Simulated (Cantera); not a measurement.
**Aluminium nitride and oxide growth: Al(CH3)3 + N2**

Charge: 1 mol Al(CH3)3, 7.4 mol N2, equilibrated at 10.0 mbar.

Method: chemical equilibrium by Gibbs-energy minimisation in Cantera with the NASA 1993 tables (ideal gas, pure condensed phases). Candidate condensed phases: Al, AlN, C, C6H6, C7H8, C8H18; 97 gas species. The feed counts by its element totals alone. Rates play no part.

From 1623 K to 2023 K the condensed part is AlN(s) + C(graphite). From 2123 K to 2223 K the condensed part is C(graphite). The main Al-bearing gas is Al throughout.

| T (K) | x N2 | x H2 | x Al | x H | x HCN | x HNC | x AlH | x C2H2 (acetylene) | n AlN(s) | n C(graphite) |
|---|---|---|---|---|---|---|---|---|---|---|
| 1623 | 0.605 | 0.394 | 3.80e-6 | 0.000434 | 0.00115 | 2.80e-5 | 1.85e-7 | 1.37e-5 | 1.000 | 2.99 |
| 1723 | 0.604 | 0.393 | 5.83e-5 | 0.00114 | 0.00202 | 6.40e-5 | 2.07e-6 | 3.56e-5 | 0.999 | 2.98 |
| 1823 | 0.602 | 0.391 | 0.000660 | 0.00271 | 0.00333 | 0.000133 | 1.77e-5 | 8.26e-5 | 0.992 | 2.96 |
| 1923 | 0.598 | 0.384 | 0.00580 | 0.00584 | 0.00516 | 0.000253 | 0.000120 | 0.000173 | 0.932 | 2.93 |
| 2023 | 0.581 | 0.357 | 0.0414 | 0.0114 | 0.00735 | 0.000435 | 0.000659 | 0.000319 | 0.485 | 2.90 |
| 2123 | 0.563 | 0.329 | 0.0758 | 0.0206 | 0.0100 | 0.000701 | 0.000942 | 0.000544 | 0 | 2.85 |
| 2223 | 0.556 | 0.316 | 0.0754 | 0.0360 | 0.0136 | 0.00111 | 0.000763 | 0.000917 | 0 | 2.78 |
x: gas mole fraction; n: condensed amount in mol.
